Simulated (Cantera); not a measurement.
Input: 1 mol CaCl₂, 0.05 mol O₂, 42 mol N₂, equilibrated at 827 °C and 0.0750 Torr.

Cantera equilibrium calculation (NASA polynomials, part measured and part estimated; ideal gas, pure solids and liquids). Candidate condensed phases: Ca, CaCl₂, CaO; 17 gas species. Mutual solubility and eutectic melting of coexisting phases are not modelled. Condensed phases not in the tables: oxide chlorides. The numbers say what is thermodynamically allowed, not how fast it happens.

Base state: N₂ 0.993, CaCl₂ 0.00555, O₂ 0.000986, Cl 0.000723, Cl₂ 2.28e-5 (mole fractions); condensed: CaCl₂(l) + CaO(s).

Problem. What changes in the equilibrium state with this change: pressure from 0.0750 Torr to 0.00825 Torr?

Solution. 
```csv
species,before,after
N₂,0.993,0.975
CaCl₂,0.00555,0.0221
Cl,0.000723,0.00221
O₂,0.000986,0.000595
Cl₂,2.28e-5,2.33e-5
"CaCl₂(l), mol",0.749,0
"CaO(s), mol",0.0163,0.0485
```

Problem. What changes in the equilibrium state with this change: O₂ from 0.05 to 6 mol?

Solution. 
```json
[
 {"species": "N₂", "before": "0.993", "after": "0.868"},
 {"species": "O₂", "before": "0.000986", "after": "0.123"},
 {"species": "CaCl₂", "before": "0.00555", "after": "0.00555"},
 {"species": "Cl", "before": "0.000723", "after": "0.00242"},
 {"species": "Cl₂", "before": "2.28e-5", "after": "0.000255"},
 {"species": "NO", "before": "6.54e-6", "after": "6.84e-5"},
 {"species": "CaCl₂(l), mol", "before": "0.749", "after": "0.661"},
 {"species": "CaO(s), mol", "before": "0.0163", "after": "0.0708"}
]
```

Problem. What changes in the equilibrium state with this change: temperature from 827 °C to 850 °C?

Solution. 
```tsv
species	before	after
N₂	0.993	0.988
CaCl₂	0.00555	0.0104
Cl	0.000723	0.00107
Cl₂	2.28e-5	2.86e-5
O₂	0.000986	0.000889
CaCl₂(l), mol	0.749	0.533
CaO(s), mol	0.0163	0.0240
```
